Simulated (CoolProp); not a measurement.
Vapour-liquid equilibrium of propylene (1) + R22 (2) at 1.95 °C; x and y are mole fractions of (1).

Computed with CoolProp (multi-fluid Helmholtz-energy mixture model, Lemmon 2013 and Kamei 1995; pair parameters Bell 2016).

Q: Give the bubble pressure and the first vapour's composition at x = 0.25, 0.35, 0.85. Is there an azeotrope?

A: x = 0.25: 591.3 kPa, y = 0.305; x = 0.35: 607.1 kPa, y = 0.401; x = 0.85: 630.8 kPa, y = 0.842. y crosses x between x = 0.65 and 0.75: the model has an azeotrope there.

Pair parameters are fitted to limited data, so mixtures are less certain than the pure fluids.
